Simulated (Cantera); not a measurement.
Equilibrium for boron, boron nitride and boron oxide: borazine + H₂ + N₂

Feed: 1 mol borazine, 1.5 mol H₂, 110 mol N₂, equilibrated at 0.000120 bar.

These are equilibrium values from Cantera (NASA tables, ideal gas, pure condensed phases), not measurements of a reactor. Candidate condensed phases: B, BN; 15 gas species. The feed counts by its element totals alone. The tables' values for BH₂ are old estimates; treat these amounts as uncertain. The numbers say what is thermodynamically allowed, not how fast it happens.

```
T (K)   x N₂    x H₂       x H       x B      x BN     x BH₂      x BH  n BN(s)  n B(s)
-----  -----  ------  --------  --------  --------  --------  --------  -------  ------
775    0.961  0.0393  1.79e-11    <1e-12    <1e-12    <1e-12    <1e-12     3.00       0
875    0.961  0.0393  9.08e-10    <1e-12    <1e-12    <1e-12    <1e-12     3.00       0
975    0.961  0.0393   2.07e-8    <1e-12    <1e-12    <1e-12    <1e-12     3.00       0
1075   0.961  0.0393   2.66e-7    <1e-12    <1e-12    <1e-12    <1e-12     3.00       0
1175   0.961  0.0393   2.22e-6    <1e-12    <1e-12    <1e-12    <1e-12     3.00       0
1275   0.961  0.0393   1.33e-5    <1e-12    <1e-12  4.98e-12    <1e-12     3.00       0
1375   0.961  0.0393   6.20e-5    <1e-12    <1e-12  1.05e-10    <1e-12     3.00       0
1475   0.961  0.0392  0.000234  3.70e-11  2.79e-12   1.46e-9  2.50e-12     3.00       0
1575   0.960  0.0389  0.000748   2.41e-9  1.16e-10   1.44e-8  8.65e-11     3.00       0
1675   0.960  0.0382   0.00207   9.51e-8   3.08e-9   1.06e-7   1.94e-9     3.00       0
1775   0.958  0.0367   0.00506   2.47e-6   5.63e-8   6.06e-7   3.01e-8     3.00       0
1875   0.955  0.0336    0.0110   4.51e-5   7.50e-7   2.73e-6   3.39e-7     2.99       0
1975   0.950  0.0283    0.0210  0.000613   7.67e-6   9.64e-6   2.84e-6     2.93       0
2075   0.941  0.0205    0.0348   0.00370   3.56e-5   1.45e-5   1.02e-5        0    2.55
```
x: gas mole fraction; n: condensed amount in mol.

From 775 K to 1975 K the condensed part is BN(s). At 2075 K the condensed part is B(s).
